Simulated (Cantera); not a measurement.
An adiabatic, constant-volume homogeneous reactor starts with C₂H₄ : O₂ : N₂ : H₂O = 1 : 3.53 : 35.3 : 1 (molar parts), at 1623 K and 500000 Pa. Integrator tolerance rtol = 1e-08.

Computed with Cantera and GRI-Mech 3.0 (53 species, 325 reactions). GRI-Mech 3.0 was tuned for natural gas; its chemistry of ethylene as a main component is partial and can be far from experiment.

Question: What does this change do: H2O 1 to 2.4 parts?

Answer: 
```tsv
quantity	before	after
time of steepest temperature rise	8.97 µs	8.96 µs
temperature at 0.900 s	2570 K	2530 K
equilibrium temperature	2570 K	2530 K
x(C₂H₄) at 0.900 s	<1e-12 (gas-phase equilibrium <1e-12)	<1e-12 (gas-phase equilibrium <1e-12)
x(O₂) at 0.900 s	0.0126 (gas-phase equilibrium 0.0126)	0.0121 (gas-phase equilibrium 0.0121)
x(H₂O) at 0.900 s	0.0688 (gas-phase equilibrium 0.0688)	0.0988 (gas-phase equilibrium 0.0988)
x(CO₂) at 0.900 s	0.0417 (gas-phase equilibrium 0.0417)	0.0413 (gas-phase equilibrium 0.0413)
x(CO) at 0.900 s	0.00698 (gas-phase equilibrium 0.00698)	0.00581 (gas-phase equilibrium 0.00581)
x(HO₂) at 0.900 s	2.88e-6 (gas-phase equilibrium 2.88e-6)	3.03e-6 (gas-phase equilibrium 3.03e-6)
```

Question: What does this change do: initial temperature 1623 to 1773 K?

Answer: 
```tsv
quantity	before	after
time of steepest temperature rise	8.97 µs	5.39 µs
temperature at 0.900 s	2570 K	2661 K
equilibrium temperature	2570 K	2661 K
x(C₂H₄) at 0.900 s	<1e-12 (gas-phase equilibrium <1e-12)	<1e-12 (gas-phase equilibrium <1e-12)
x(O₂) at 0.900 s	0.0126 (gas-phase equilibrium 0.0126)	0.0134 (gas-phase equilibrium 0.0134)
x(H₂O) at 0.900 s	0.0688 (gas-phase equilibrium 0.0688)	0.0669 (gas-phase equilibrium 0.0669)
x(CO₂) at 0.900 s	0.0417 (gas-phase equilibrium 0.0417)	0.0386 (gas-phase equilibrium 0.0386)
x(CO) at 0.900 s	0.00698 (gas-phase equilibrium 0.00698)	0.00999 (gas-phase equilibrium 0.00999)
x(HO₂) at 0.900 s	2.88e-6 (gas-phase equilibrium 2.88e-6)	3.64e-6 (gas-phase equilibrium 3.64e-6)
```
